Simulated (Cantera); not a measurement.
Feed: 1 mol borazine, 0.92 mol H2O, at 2400 K and 14000 Pa.

These are equilibrium values from Cantera (NASA tables, ideal gas, pure condensed phases), not measurements of a reactor. Candidate condensed phases: B, BN, B2O3, B3O3H3, H2O; 39 gas species. The feed counts by its element totals alone. Mutual solubility and eutectic melting of coexisting phases are not modelled. The tables' values for BH2 are old estimates; treat these amounts as uncertain. Gases not in the tables: B2H6 and higher boranes. The numbers say what is thermodynamically allowed, not how fast it happens.

Base state: H2 0.674, N2 0.135, HBO 0.0867, BO 0.0467, H 0.0349, B2O2 0.0185, BH2 0.00201, B2O 0.00149 (mole fractions); condensed: B(l) + BN(s).

**Question.** What changes in the equilibrium state with this change: temperature from 2400 K to 2025 K?

**Answer.** 
| species | before | after |
|---|---|---|
| H2 | 0.674 | 0.773 |
| N2 | 0.135 | 0.0865 |
| HBO | 0.0867 | 0.0847 |
| BO | 0.0467 | 0.00702 |
| B2O3 | 0.000280 | 0.0130 |
| H | 0.0349 | 0.00452 |
| B2O2 | 0.0185 | 0.0243 |
| B | 0.000228 | 1.70e-7 |
| BN | 1.43e-5 | 1.92e-8 |
| BH | 4.70e-5 | 1.17e-7 |
| B(l), mol | 0.494 | 0 |
| BN(s), mol | 1.57 | 2.17 |

**Question.** What changes in the equilibrium state with this change: 0.12 mol Cl2 added?

**Answer.** 
| species | before | after |
|---|---|---|
| H2 | 0.674 | 0.639 |
| N2 | 0.135 | 0.135 |
| HBO | 0.0867 | 0.0819 |
| HCl | 0 | 0.0239 |
| BCl | 0 | 0.0161 |
| B2O2 | 0.0185 | 0.0174 |
| BO | 0.0467 | 0.0453 |
| H | 0.0349 | 0.0340 |
| BOCl | 0 | 0.00239 |
| Cl | 0 | 0.000908 |
| BCl2 | 0 | 0.000102 |
| B2O3 | 0.000280 | 0.000256 |
| HBO2 | 0.000217 | 0.000199 |
| B(l), mol | 0.494 | 0.457 |
| BN(s), mol | 1.57 | 1.52 |
The tables' values for BCl, BOCl, BH2, BCl2 are old estimates; treat these amounts as uncertain. Further candidate phases: NH4Cl.
